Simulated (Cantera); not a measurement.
A perfectly stirred reactor is fed with CH4 : C2H6 : C3H8 : O2 : N2 = 1 : 0.45 : 0.044 : 6.43 : 24.2 (molar parts), equivalence ratio 0.59, at 4.93 atm; it is adiabatic with a 525 K inlet, and is followed from long to short residence time, starting on the burning branch (τ in s: 0.11, 0.045, 0.019, 0.008, 0.0033, 0.0014, 0.00059, 0.00025, 0.0001, 4.4e-05, 1.8e-05, 7.7e-06).

Model: GRI-Mech 3.0 (53 species, 325 reactions), integrated in Cantera.

One state of this run: T (K) = 1835; x CH4 = 8.65e-6; x C2H6 = 8.55e-7; x C3H8 = 8.14e-8; x CH2CO = 1.65e-6; x NO = 1.55e-5; x C2H = 1.50e-9. x: mole fraction; the columns are a selection and need not sum to one.

Problem. Which value of τ (s) does it belong to?
(A) 0.00025
(B) 0.00059
(C) 0.045
(D) 0.019

Solution. D, 0.019
